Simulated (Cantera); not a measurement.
Charge: 1 mol Pb, 0.072 mol O2, 0.16 mol H2, at 1600 K and 135 Torr.

These are equilibrium values from Cantera (NASA tables, ideal gas, pure condensed phases), not measurements of a reactor. Gases not in the tables: (PbO)n polymers. Rates play no part.

```csv
species,before,after
H2O,0.593,0.757
PbO,0.00208,0.161
Pb,0.337,0.0795
H2,0.0682,0.000267
O2,1.85e-8,0.00197
OH,1.14e-5,0.000233
Pb2,0.000255,1.43e-5
H,3.35e-5,2.09e-6
"Pb(l), mol",0.918,0
"PbO(l), mol",0,0.949
```
Gas species are given as mole fractions.

**Question.** Name the change that produced these shifts.
(A) temperature from 1600 K to 573.15 K
(B) Pb replaced by PbO
(C) temperature from 1600 K to 1150 K
(D) temperature from 1600 K to 873 K

**Answer.** B, Pb replaced by PbO
